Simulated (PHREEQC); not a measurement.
PHREEQC input (ion-association model, wateq4f.dat):

```
SOLUTION_MASTER_SPECIES
  An  An-  0  An  62.0  # stands for a non-complexing anion
SOLUTION_SPECIES
  An- = An-
    -log_k 0
    -gamma 3.0 0
PHASES
  Fix_H+
    H+ = H+
    -log_k 0
SOLUTION 1
  temp 25
  units mmol/kgw
  pH 7 charge
  Na 10
  An 10
END
SELECTED_OUTPUT 1
  -reset false
  -pH true
  -pe true
  -ionic_strength true
  -water true
  -totals Na
  -molalities Hfo_wOH Hfo_wOH2+ Hfo_wO- Hfo_sOH Hfo_sOH2+ Hfo_sO-
USER_PUNCH 1
  -headings sigma psi
  10 PUNCH EDL("sigma", "Hfo"), EDL("psi", "Hfo")
PRINT
  -reset false
USE solution 1
SURFACE 1
  Hfo_wOH 0.000170787 600 0.076
  Hfo_sOH 4.26966e-06
EQUILIBRIUM_PHASES 1
  Fix_H+ -3 HAn 10
    -force_equality true
  O2(g) -0.68 10
END
# ... the last block is repeated for the other 16 points of pH, with NaOH or the acid as the point needs
```

Selected output (columns that matter, 17 of 17 rows; pH added in front):

```
pH	mu	Na	m_Hfo_wOH	m_Hfo_wOH2+	m_Hfo_wO-	m_Hfo_sOH	m_Hfo_sOH2+	m_Hfo_sO-	sigma	psi
3	0.011176	0.01	2.1037e-05	0.00014968	6.7733e-08	5.2593e-07	3.742e-06	1.6933e-09	0.32451	0.20337
3.5	0.010412	0.01	4.3439e-05	0.00012701	3.4036e-07	1.086e-06	3.1752e-06	8.5089e-09	0.27474	0.19664
4	0.010161	0.01	6.9023e-05	0.00010068	1.084e-06	1.7256e-06	2.517e-06	2.7101e-08	0.21602	0.18492
4.5	0.010072	0.01	9.1889e-05	7.6365e-05	2.5329e-06	2.2972e-06	1.9091e-06	6.3323e-08	0.16014	0.1698
5	0.010038	0.01	0.00010903	5.6978e-05	4.7795e-06	2.7257e-06	1.4244e-06	1.1949e-07	0.11322	0.15214
5.5	0.010022	0.01	0.0001201	4.3005e-05	7.6836e-06	3.0025e-06	1.0751e-06	1.9209e-07	0.076611	0.13227
6	0.010013	0.01	0.00012627	3.3672e-05	1.0847e-05	3.1567e-06	8.4179e-07	2.7118e-07	0.049505	0.11027
6.5	0.010008	0.01	0.00012924	2.7768e-05	1.378e-05	3.231e-06	6.942e-07	3.4449e-07	0.030341	0.08624
7	0.010004	0.01	0.00013049	2.4123e-05	1.6171e-05	3.2623e-06	6.0308e-07	4.0427e-07	0.017248	0.060526
7.5	0.010002	0.01	0.00013096	2.1812e-05	1.8013e-05	3.274e-06	5.4529e-07	4.5033e-07	0.0082388	0.033627
8	0.010001	0.01	0.0001311	2.0166e-05	1.9524e-05	3.2774e-06	5.0416e-07	4.8809e-07	0.0013941	0.0060911
8.5	0.010005	0.010006	0.00013105	1.8701e-05	2.1038e-05	3.2762e-06	4.6752e-07	5.2595e-07	-0.0050692	-0.021558
9	0.010014	0.010017	0.00013076	1.7039e-05	2.2988e-05	3.269e-06	4.2597e-07	5.7471e-07	-0.012904	-0.048802
9.5	0.010041	0.010047	0.00012993	1.4899e-05	2.5957e-05	3.2482e-06	3.7248e-07	6.4893e-07	-0.023985	-0.075096
10	0.010121	0.01013	0.00012784	1.2164e-05	3.078e-05	3.1961e-06	3.041e-07	7.6951e-07	-0.040379	-0.099879
10.5	0.010367	0.010383	0.00012313	8.9803e-06	3.8676e-05	3.0783e-06	2.2451e-07	9.669e-07	-0.06441	-0.12263
11	0.011141	0.011165	0.00011355	5.7352e-06	5.1502e-05	2.8387e-06	1.4338e-07	1.2875e-06	-0.099267	-0.14277
```

The oxide is taken as insoluble; below pH 4 it would dissolve.
